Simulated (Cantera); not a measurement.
# Equilibrium for silicon oxide and oxynitride deposition: SiH2Cl2 + O3 + H2

A closed system holds: 1 mol SiH2Cl2, 0.061 mol O3, 39 mol H2, at 30.0 Pa.

These are equilibrium values from Cantera (NASA tables, ideal gas, pure condensed phases), not measurements of a reactor. Candidate condensed phases: H2O, Si, SiO2; 30 gas species. Mutual solubility and eutectic melting of coexisting phases are not modelled. The tables' values for SiCl, SiCl3 are old estimates; treat these amounts as uncertain. The tables hold silica as quartz up to 1696 K and as liquid above; real silica turns to tridymite and cristobalite and melts near 1996 K. Gases not in the tables: Si2H6 and higher silanes. Kinetics and transport are ignored.

At 1198 K the condensed part is Si(s) + SiO2(β-quartz). From 1273 K to 1648 K the condensed part is Si(s). From 1723 K to 1798 K the condensed part is Si(l). From 1873 K to 2023 K nothing is condensed. The main Si-bearing gas is SiCl2 at 1198 K and Si at 2023 K.

```tsv
T (K)	x H2	x H	x HCl	x Si	x SiCl2	x SiO	x Cl	n Si(s)	n SiO2(β-quartz)	n Si(l)
1198	0.954	1.07e-5	0.0403	4.29e-9	0.00401	0.00169	3.93e-7	0.705	0.0568	0
1273	0.951	4.02e-5	0.0398	6.02e-8	0.00431	0.00444	1.43e-6	0.638	0	0
1348	0.951	0.000130	0.0393	6.27e-7	0.00457	0.00444	4.49e-6	0.628	0	0
1423	0.951	0.000374	0.0389	5.09e-6	0.00479	0.00444	1.25e-5	0.618	0	0
1498	0.951	0.000968	0.0385	3.35e-5	0.00499	0.00444	3.16e-5	0.609	0	0
1573	0.950	0.00229	0.0380	0.000183	0.00516	0.00444	7.28e-5	0.594	0	0
1648	0.947	0.00500	0.0375	0.000859	0.00528	0.00443	0.000156	0.556	0	0
1723	0.939	0.0102	0.0373	0.00328	0.00512	0.00440	0.000314	0	0	0.450
1798	0.923	0.0195	0.0371	0.0103	0.00463	0.00435	0.000601	0	0	0.148
1873	0.900	0.0354	0.0399	0.0155	0.00261	0.00429	0.00119	0	0	0
1948	0.873	0.0609	0.0413	0.0170	0.00109	0.00423	0.00216	0	0	0
2023	0.833	0.100	0.0404	0.0175	0.000420	0.00413	0.00360	0	0	0
```
x: gas mole fraction; n: condensed amount in mol.
